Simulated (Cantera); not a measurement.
Stirred combustor or abatement burner

A perfectly stirred reactor is fed with H₂ : O₂ : N₂ = 1 : 1 : 3.76 (molar parts), equivalence ratio 0.50, at 14.0 bar; it is adiabatic with a 300 K inlet, and is followed from long to short residence time, starting on the burning branch (τ in s: 0.083, 0.031, 0.011, 0.0041, 0.0015, 0.00055, 0.0002, 7.4e-05, 2.7e-05).

Model: GRI-Mech 3.0 (53 species, 325 reactions), integrated in Cantera. The hydrogen kinetics of GRI-Mech 3.0 are dated; newer H2 mechanisms differ, most at raised pressure. The pressure lies above the range GRI-Mech 3.0 was tuned for (to about 10 atm).

```tsv
τ (s)	T (K)	x H₂	x O₂	x OH	x H	x NO	x H₂O₂	x HO₂
0.083	1646	2.92e-5	0.0950	0.000198	2.00e-7	1.76e-6	1.82e-7	1.87e-6
0.031	1646	6.22e-5	0.0950	0.000238	4.65e-7	1.45e-6	2.69e-7	3.38e-6
0.011	1645	0.000137	0.0950	0.000296	1.20e-6	1.40e-6	4.33e-7	6.90e-6
0.0041	1644	0.000292	0.0951	0.000366	3.01e-6	1.42e-6	7.06e-7	1.42e-5
0.0015	1641	0.000637	0.0952	0.000447	7.79e-6	1.39e-6	1.20e-6	3.02e-5
0.00055	1635	0.00142	0.0955	0.000531	2.01e-5	1.22e-6	2.15e-6	6.39e-5
0.00020	1622	0.00326	0.0962	0.000605	5.11e-5	9.96e-7	4.18e-6	0.000133
7.4e-5	1587	0.00818	0.0983	0.000605	0.000121	7.41e-7	1.00e-5	0.000271
2.7e-5	300	0.174	0.174	<1e-12	<1e-12	<1e-12	<1e-12	<1e-12
```
x: mole fraction; the columns are a selection and need not sum to one.
